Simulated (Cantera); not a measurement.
Equilibrium for silicon etching in halogen gases: Si + F2 + H2 + Cl2

Feed: 1 mol Si, 1.1 mol F2, 3.4 mol H2, 1.8 mol Cl2, equilibrated at 930 Pa.

These are equilibrium values from Cantera (NASA tables, ideal gas, pure condensed phases), not measurements of a reactor. Candidate condensed phases: Si; 37 gas species. The tables' values for SiCl3, SiF3, SiF2 are old estimates; treat these amounts as uncertain. Kinetics and transport are ignored.

```
T (K)  log p H2  log p HCl  log p SiF4  log p SiCl4  log p SiCl2  log p SiCl3
-----  --------  ---------  ----------  -----------  -----------  -----------
648       -2.36      -2.50       -3.02        -3.10         <-14       -10.69
698       -2.36      -2.50       -3.02        -3.10       -13.71        -9.67
748       -2.36      -2.50       -3.02        -3.10       -12.19        -8.79
798       -2.36      -2.50       -3.02        -3.10       -10.87        -8.01
848       -2.36      -2.50       -3.02        -3.10        -9.71        -7.33
898       -2.36      -2.50       -3.02        -3.10        -8.68        -6.73
948       -2.36      -2.50       -3.02        -3.11        -7.76        -6.20
998       -2.36      -2.50       -3.02        -3.11        -6.94        -5.72
1048      -2.36      -2.50       -3.02        -3.11        -6.20        -5.29
1098      -2.36      -2.50       -3.02        -3.12        -5.54        -4.90
1148      -2.36      -2.49       -3.02        -3.14        -4.95        -4.57
1198      -2.37      -2.48       -3.03        -3.17        -4.45        -4.29
1248      -2.38      -2.47       -3.04        -3.24        -4.05        -4.07
1298      -2.40      -2.44       -3.05        -3.35        -3.75        -3.94
```
log p: log10 of the partial pressure in bar; nothing condenses.

From 648 K to 1298 K nothing is condensed. The main Si-bearing gas is SiF4 throughout.
